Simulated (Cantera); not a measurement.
N2O furnace oxynitridation

A perfectly stirred reactor is fed with 51.0 % N₂O, 1.02 % H₂, 48.0 % N₂, at 0.0267 bar; it is held at 1150 K, and followed from long to short residence time.

Cantera simulation using GRI-Mech 3.0 (53 species, 325 reactions); the numbers are that mechanism's predictions, not measurements. GRI-Mech 3.0 was tuned for natural gas; its chemistry of N2O as a main component is partial and can be far from experiment. Radical loss at walls, strong at low pressure, is not modelled. The mechanism lacks the step 2 NO + O2 → 2 NO2, which can matter for NO2 below about 1400 K. The temperature is held fixed by assumption; the heat of reaction is taken as removed at once.

```
τ (s)    x N₂O      x H₂     x H₂O      x O      x O₂   x N₂
-------  -----  --------  --------  -------  --------  -----
5.1      0.481  0.000368   0.00975  8.22e-7   0.00719  0.501
1.6      0.495  0.000961   0.00921  8.10e-7   0.00231  0.492
0.49     0.500   0.00237   0.00781  7.55e-7  0.000700  0.489
0.15     0.504   0.00491   0.00528  6.71e-7  0.000201  0.485
0.047    0.508   0.00785   0.00234  5.82e-7   5.51e-5  0.482
0.015    0.510   0.00962  0.000573  5.01e-7   1.43e-5  0.480
0.0045   0.510    0.0101   7.35e-5  4.56e-7   3.67e-6  0.480
0.0014   0.510    0.0102   7.39e-6  3.99e-7   9.84e-7  0.480
0.00044  0.510    0.0102   5.52e-7  2.86e-7   2.21e-7  0.480
```
x: mole fraction; the columns are a selection and need not sum to one.
